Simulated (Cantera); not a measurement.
Cantera run:

```python
import numpy as np
import cantera as ct

gas_names = """
    C CH CH2 CH3 CH2OH CH3O CH4 CH3OH CO COS CO2 COOH CS CS2 C2 C2H CHCO,ketyl C2H2,acetylene
    C2H2,vinylidene CH2CO,ketene C2H3,vinyl CH3CO,acetyl C2H4 C2H4O,ethylen CH3CHO,ethanal CH3COOH
    (HCOOH)2 C2H5 C2H6 CH3OCH3 C2H5OH C2O C3 C3H3,propargyl C3H4,allene C3H4,propyne C3H4,cyclo-
    C3H5,allyl C3H6,propylene C3H6,cyclo- C3H6O C3H7,n-propyl C3H7,i-propyl C3H8 C3H8O,1propanol
    C3H8O,2propanol C3O2 C4 C4H2 C4H4,1,3-cyclo- C4H6,butadiene C4H6,2-butyne C4H6,cyclo- C4H8,1-butene
    C4H8,cis2-buten C4H8,tr2-butene C4H8,isobutene C4H8,cyclo- (CH3COOH)2 C4H9,n-butyl C4H9,i-butyl
    C4H9,s-butyl C4H9,t-butyl C4H10,isobutane C4H10,n-butane C5 C5H6,1,3cyclo- C5H8,cyclo-
    C5H10,1-pentene C5H10,cyclo- C5H11,pentyl C5H11,t-pentyl C5H12,n-pentane C5H12,i-pentane
    CH3C(CH3)2CH3 C6H2 C6H5,phenyl C6H5O,phenoxy C6H6 C6H5OH,phenol C6H10,cyclo- C6H12,1-hexene
    C6H12,cyclo- C6H13,n-hexyl C7H7,benzyl C7H8 C7H8O,cresol C7H14,1-heptene C7H15,n-heptyl
    C7H16,n-heptane C8H8,styrene C8H10,ethylbenz C8H16,1-octene C8H17,n-octyl C8H18,isooctane
    C8H18,n-octane C9H19,n-nonyl C10H8,naphthale C10H21,n-decyl C12H9,o-bipheny C12H10,bipheny H HCO HO2
    H2 HCHO,formaldehy HCOOH H2O H2O2 H2S H2SO4 Mg MgH MgO MgOH MgO2H2 MgS Mg2 O OH O2 O3 S SH SO SO2
    SO3 S2 S2O S8
""".split()
cond_names = """
    C(gr) C6H6(L) C7H8(L) C8H18(L),n-octa H2O(s) H2O(L) H2SO4(L) Mg(cr) Mg(L) MgCO3(s) MgO(s) MgO(L)
    MgO2H2(s) MgS(s) MgSO4(s) MgSO4(L) S(cr1) S(cr2) S(L)
""".split()


def load(file, names, dense=False):
    # The tables refer to 1 bar. Condensed volumes are neglected.
    table = {s.name: s for s in ct.Species.list_from_file(file)}
    out = []
    for n in names:
        d = dict(table[n].input_data)
        d["thermo"] = dict(d["thermo"], **{"reference-pressure": 1e5})
        if dense:
            d["equation-of-state"] = {"model": "constant-volume", "density": "1e6 g/cm^3"}
        out.append(ct.Species.from_dict(d))
    return out


gas = ct.Solution(thermo="ideal-gas", species=load("nasa_gas.yaml", gas_names))
cond = {s.name: ct.Solution(thermo="fixed-stoichiometry", species=[s], name=s.name)
        for s in load("nasa_condensed.yaml", cond_names, dense=True)}
atoms = {
    'MgCO3': {'Mg': 1, 'C': 1, 'O': 3},
    'SO3': {'S': 1, 'O': 3},
    'H2O': {'H': 2, 'O': 1},
    'H2S': {'H': 2, 'S': 1},
}
top_T = {'C(gr)': 4500, 'MgS(s)': 2250}  # K; cautious upper limits of use, not melting points


def equilibrate(T, P, feed):
    n = {}
    for name, mol in feed.items():
        for a, k in atoms[name].items():
            n[a] = n.get(a, 0.0) + k * mol
    gas.TPX = T, P, n
    mass = sum(n.values()) * gas.mean_molecular_weight
    gas.equilibrate("TP")
    valid = [c for c in cond.values() if c.min_temp <= T <= top_T.get(c.name, c.max_temp)]
    mix = ct.Mixture([(gas, mass / gas.mean_molecular_weight)] + [(c, 0.0) for c in valid])
    mix.T, mix.P = T, P
    mix.equilibrate("TP", solver="vcs", rtol=1e-11, max_steps=5000)
    return mix


results = []
feed = {'MgCO3': 1, 'SO3': 0.31, 'H2O': 0.31, 'H2S': 2.8}  # mol
T = 925  # K
P = 13332.2  # Pa
mix = equilibrate(T, P, feed)
results.append((T, P, feed, dict(zip(mix.species_names, mix.species_moles))))
x = sorted(zip(gas.X, gas.species_names), reverse=True)
print(f"T = {T:g} K  P = {P:g} Pa  gas = {mix.phase_moles(0):.4g} mol")
print("   x: " + "  ".join(f"{s} {v:.3e}" for v, s in x if v > 1e-06))
print("   condensed (mol): " + ("  ".join(f"{mix.phase(i).name} {mix.phase_moles(i):.4g}"
      for i in range(1, mix.n_phases) if mix.phase_moles(i) > 1e-12) or "none"))
```

It prints:

```
T = 925 K  P = 13332.2 Pa  gas = 4.753 mol
   x: H2S 3.815e-01  H2O 2.641e-01  CO2 2.024e-01  S2 1.326e-01  H2 8.801e-03  COS 4.598e-03  CO 3.336e-03  SO2 2.207e-03  S2O 3.776e-04  CS2 2.496e-05  SH 1.352e-05
   condensed (mol): MgO(s) 1
```

Equilibrium computed with Cantera from the NASA thermochemical tables; the gas is ideal and each condensed phase is pure. Gases not in the tables: S3 to S7.
